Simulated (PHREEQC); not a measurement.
1 kg of water holding 0.045 mol NaCl and 0.051 mol K2CO3 meets 20 L of dry gas (N2 1 by moles) at fixed total pressure, at 1 atm; fugacities by Peng-Robinson. The gases take part in no redox reaction, some water evaporates into the gas, and hydrates or a liquid gas phase aren't modelled. Precipitation was switched off in this run.

Equilibrium calculation in PHREEQC: ion-association model, phreeqc.dat.

```csv
T (°C),dissolved N2 (mol/kgw),φ of N2
10,0.000805,0.999
20,0.000672,1.000
30,0.000575,1.000
40,0.000499,1.000
50,0.000436,1.000
60,0.000376,1.000
70,0.000312,1.001
80,0.000236,1.002
```

Complexes and solids missing from the database can't appear. Constants without temperature data keep their 25 °C values here.
